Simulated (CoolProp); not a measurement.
A single-stage vapour-compression cycle with R22: evaporating at 199.15 K (dew point), condensing at 228.15 K (bubble point), superheat 10 K, subcooling 0 K, compressor efficiency 0.6, no pressure losses. Each further row changes one setting.

Computed with CoolProp (reference Helmholtz-energy equation of state, Kamei 1995).

```csv
case,cooling COP,pressure ratio,discharge temperature (K),refrigerating effect (kJ/kg),volumetric capacity (kJ/m³)
as stated,3.58,5.27,315.0,228,180
evaporating temperature 204.15 K,4.53,___,299.5,230,246
condensing temperature 223.15 K,4.40,4.10,298.5,233,184
subcooling 5 K,___,5.27,315.0,233,184
superheat 20 K,___,5.27,327.3,233,175
compressor efficiency 0.5,2.98,5.27,333.5,228,180
```

### Question
Some entries are withheld; supply them.

### Answer

- evaporating temperature 204.15 K, pressure ratio: 3.80
- subcooling 5 K, cooling COP: 3.66
- superheat 20 K, cooling COP: 3.50
